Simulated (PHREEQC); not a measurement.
A solution holds 0.085 mol Mg(NO3)2 and 0.00053 mol KBr per kg of water, at 5 °C. Closed to the air; pH follows from the charge balance.

Equilibrium calculation in PHREEQC: ion-association model, phreeqc.dat.

This is a speciation only: nothing precipitates in the calculation.

Problem. Estimate the specific conductance, density.

Solution. specific conductance 8720 µS/cm; density 1.010 g/cm³.

Constants without temperature data keep their 25 °C values here.
